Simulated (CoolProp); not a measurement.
The numbers come from the reference Helmholtz-energy equation of state, de Reuck 1990 in CoolProp.

Question: For fluorine, give the phase and the density (kg/m³), cp (kJ/(kg K)), speed of sound (m/s), expansivity (1/kK) at -178.45 °C and 405 kPa; -165.35 °C and 405 kPa; -156.65 °C and 405 kPa.

Answer: 
- -178.45 °C and 405 kPa: liquid; density 1430, cp 1.55, speed of sound 739, expansivity 5.36
- -165.35 °C and 405 kPa: gas; density 18.4, cp 0.877, speed of sound 175, expansivity 11.5
- -156.65 °C and 405 kPa: gas; density 16.8, cp 0.849, speed of sound 184, expansivity 10.1
